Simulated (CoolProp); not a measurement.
The fluid at 298.15 K and 0.613 MPa flows at 0.74 m/s in a round tube of 20 mm bore and 0.25 µm roughness, fully developed (64/Re and Nu = 3.66 if laminar; Colebrook and Gnielinski if turbulent). The same conditions are run with several fluids, on thermodynamics alone (safety and materials aside).

Computed with CoolProp (reference Helmholtz-energy equation of state of each fluid (CF4 (R14): Platzer 1990; R13: Platzer 1990; R507A: Lemmon 2003; R410A: Lemmon 2003; C2F6 (R116): Lemmon 2006)). The equations of Platzer and Polt are older, rougher fits. Blends and air are pseudo-pure fits.

Task: Rank CF4 (R14), R13, R507A, R410A, C2F6 (R116) by Reynolds number, highest first.

Result: C2F6 (R116) (38300), R507A (32800), R13 (28100), R410A (22200), CF4 (R14) (18800)

```tsv
fluid	Darcy friction factor	pressure drop (Pa/m)	heat-transfer coefficient (W/(m² K))	mass flow (kg/h)
CF4 (R14)	0.0263	8.02	41.2	18.6
R13	0.0239	8.96	44.3	22.9
R507A	0.0230	8.63	58.8	22.9
R410A	0.0253	6.77	43.3	16.4
C2F6 (R116)	0.0222	11.1	66.3	30.6
```

Transport values come from each fluid's own correlations; those of CF4 (R14), R13, C2F6 (R116) are estimates that may be off by 10 % or more.
